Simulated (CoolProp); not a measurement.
CF4 (R14) at 300.41 K and 7.45 MPa flows at 15 m/s in a round tube of 6 mm bore and 0.25 µm roughness, fully developed (64/Re and Nu = 3.66 if laminar; Colebrook and Gnielinski if turbulent). Each further row changes one setting.

Values from CoolProp's reference Helmholtz-energy equation of state, Platzer 1990. This equation is an older, rougher fit; its heat capacities, sound speeds and derivatives of the liquid may be far off and weren't checked against measurements.

```
case             Reynolds number  Darcy friction factor  pressure drop (Pa/m)  heat-transfer coefficient (W/(m² K))  mass flow (kg/h)
---------------  ---------------  ---------------------  --------------------  ------------------------------------  ----------------
as stated                    ___                    ___                 79600                                  7610               ___
velocity 30 m/s          2470000                    ___                   ___                                   ___              1060
diameter 12 mm           2470000                    ___                 35200                                   ___              2130
```

### Question
Complete the blanks.

### Answer

- as stated, Reynolds number: 1240000
- as stated, Darcy friction factor: 0.0122
- as stated, mass flow (kg/h): 531
- velocity 30 m/s, Darcy friction factor: 0.0114
- velocity 30 m/s, pressure drop (Pa/m): 298000
- velocity 30 m/s, heat-transfer coefficient (W/(m² K)): 14300
- diameter 12 mm, Darcy friction factor: 0.0108
- diameter 12 mm, heat-transfer coefficient (W/(m² K)): 6760

Viscosity comes from a separate model (Huber 2003), an estimate that may be off by 10 % or more. Thermal conductivity comes from a separate model (Huber 2003), an estimate that may be off by 10 % or more.
